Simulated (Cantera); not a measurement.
What does this Cantera script print?

```python
import numpy as np
import cantera as ct

gas_names = """
    CL CLO CL2 N NO NO2 NO3 N2 N2O O O2 O3 Ti TiCL TiCL2 TiCL3 TiCL4 TiO TiOCL TiOCL2 TiO2
""".split()
cond_names = """
    Ti(a) Ti(b) Ti(L) TiCL2(s) TiCL3(s) TiCL4(L) TiN(s) TiN(L) TiO(a) TiO(b) TiO(L) TiO2(ru) TiO2(L)
    Ti2O3(a) Ti2O3(b) Ti2O3(L) Ti3O5(a) Ti3O5(b) Ti3O5(L) Ti4O7(s) Ti4O7(L)
""".split()


# ... load() reads the species with a 1 bar reference pressure and builds the phases ...
atoms = {
    'TiCl4': {'Ti': 1, 'CL': 4},
    'O2': {'O': 2},
    'N2': {'N': 2},
}
top_T = {'TiCL2(s)': 1300, 'TiCL3(s)': 1000}  # K; cautious upper limits of use, not melting points


# ... equilibrate(T, P, feed) seeds the gas with the atoms and calls Mixture.equilibrate('TP', solver="vcs", rtol=1e-11, max_steps=5000) ...
results = []
T = 748.15  # K
P = 4100  # Pa
for m in [0.081, 0.13, 0.2, 0.32, 0.51, 0.8, 1.3, 2, 3.2, 5, 7.9]:
    feed = {'TiCl4': 1, 'O2': m, 'N2': 16}  # mol
    mix = equilibrate(T, P, feed)
    results.append((T, P, feed, dict(zip(mix.species_names, mix.species_moles))))

top = {s: max(r[3][s] / sum(r[3][g] for g in gas_names) for r in results) for s in gas_names}
cols = sorted((s for s in top if top[s] > 1e-05), key=lambda s: -top[s])[:6]
seen = [c for c in cond_names if any(r[3].get(c, 0) > 1e-12 for r in results)]
print("log10 of partial pressures in bar; condensed amounts in mol")
print(f"{'n(O2)':>10s}" + "".join(f"{s[:9]:>10s}" for s in cols + seen))
for T, P, feed, n in results:
    ng = sum(n[g] for g in gas_names)
    print(f"{feed['O2']:10.4g}" + "".join(f"{np.log10(max(n[s] / ng * P / 1e5, 1e-99)):10.3f}" for s in cols)
          + "".join(f"{n.get(c, 0):10.4g}" for c in seen))
```

Result:

```
log10 of partial pressures in bar; condensed amounts in mol
     n(O2)        N2        O2       CL2     TiCL4  TiO2(ru)
     0.081    -1.416   -13.567    -3.410    -2.656     0.081
      0.13    -1.417   -13.134    -3.206    -2.681      0.13
       0.2    -1.419   -12.725    -3.021    -2.720       0.2
      0.32    -1.422   -12.249    -2.820    -2.793      0.32
      0.51    -1.426   -11.707    -2.622    -2.940      0.51
       0.8    -1.434   -10.934    -2.434    -3.337       0.8
       1.3    -1.446    -3.173    -2.349   -10.928         1
         2    -1.462    -2.666    -2.365   -11.467         1
       3.2    -1.488    -2.350    -2.392   -11.836         1
         5    -1.526    -2.128    -2.429   -12.133         1
       7.9    -1.579    -1.945    -2.482   -12.423         1
```

Cantera equilibrium calculation (NASA polynomials, part measured and part estimated; ideal gas, pure solids and liquids). Condensed phases not in the tables: TiOCl.
